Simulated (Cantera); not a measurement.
A perfectly stirred reactor is fed with H2 : O2 : N2 = 1 : 0.98 : 3.69 (molar parts), equivalence ratio 0.51, at 0.987 atm; it is adiabatic with a 500 K inlet, and is followed from long to short residence time, starting on the burning branch (τ in s: 0.035, 0.015, 0.0062, 0.0026, 0.0011, 0.00046, 0.00019, 8.1e-05, 3.4e-05).

Detailed kinetics in Cantera: GRI-Mech 3.0 (53 species, 325 reactions).

Task: What does this change do: H2 1 to 0.69 parts?

Result: 
```csv
quantity,before,after
"blow-out, bracketed by the residence times tried","burning at 34.0 µs, the shortest tried","burning at 81.0 µs, out at 34.0 µs"
x(H2) at τ = 35.0 ms,0.000378,0.000236
x(O2) at τ = 35.0 ms,0.0922,0.126
x(HO2) at τ = 35.0 ms,2.99e-6,7.31e-6
x(OH) at τ = 35.0 ms,0.00240,0.000846
x(NO) at τ = 35.0 ms,2.05e-5,2.07e-6
x(H2) at τ = 1.10 ms,0.00341,0.00229
x(O2) at τ = 1.10 ms,0.0913,0.126
x(HO2) at τ = 1.10 ms,1.94e-5,3.87e-5
x(OH) at τ = 1.10 ms,0.00640,0.00238
x(NO) at τ = 1.10 ms,1.18e-5,1.98e-6
```

Task: What does this change do: pressure from 0.987 atm to 0.553 atm?

Result: 
| quantity | before | after |
|---|---|---|
| blow-out, bracketed by the residence times tried | burning at 34.0 µs, the shortest tried | burning at 81.0 µs, out at 34.0 µs |
| x(H2) at τ = 35.0 ms | 0.000378 | 0.000744 |
| x(O2) at τ = 35.0 ms | 0.0922 | 0.0919 |
| x(HO2) at τ = 35.0 ms | 2.99e-6 | 3.25e-6 |
| x(OH) at τ = 35.0 ms | 0.00240 | 0.00346 |
| x(NO) at τ = 35.0 ms | 2.05e-5 | 2.15e-5 |
| x(H2) at τ = 1.10 ms | 0.00341 | 0.00596 |
| x(O2) at τ = 1.10 ms | 0.0913 | 0.0911 |
| x(HO2) at τ = 1.10 ms | 1.94e-5 | 1.79e-5 |
| x(OH) at τ = 1.10 ms | 0.00640 | 0.00787 |
| x(NO) at τ = 1.10 ms | 1.18e-5 | 1.38e-5 |
